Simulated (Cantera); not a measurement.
Standard-state values (1 bar) from the NASA 1993 polynomials, evaluated with Cantera. Values are per mole of reaction as written; species without (g) are pure solids or liquids, kept so even where they would boil at 1 bar.

Problem. Between 448 and 548 K, where is each reaction favourable under standard conditions?
- 2 HCl(g) + AlCl(g) ⇌ AlCl₃ + 2 H(g)
- 2 AlCl(g) + H₂(g) ⇌ 2 HCl(g) + 2 Al
- 3 HCl(g) + Al ⇌ AlCl₃(g) + 3 H(g)

Solution. 
- 2 HCl(g) + AlCl(g) ⇌ AlCl₃ + 2 H(g): ΔG° is 83 kJ at 448 K and 100 kJ at 548 K; it stays positive (K < 1). ΔH° is 15 kJ and ΔS° -155 J/K at 548 K.
- 2 AlCl(g) + H₂(g) ⇌ 2 HCl(g) + 2 Al: ΔG° is -12 kJ at 448 K and 3 kJ at 548 K; it changes sign between 518 and 528 K. ΔH° is -79 kJ and ΔS° -150 J/K at 548 K.
- 3 HCl(g) + Al ⇌ AlCl₃(g) + 3 H(g): ΔG° is 314 kJ at 448 K and 306 kJ at 548 K; it stays positive (K < 1). ΔH° is 353 kJ and ΔS° 85 J/K at 548 K.
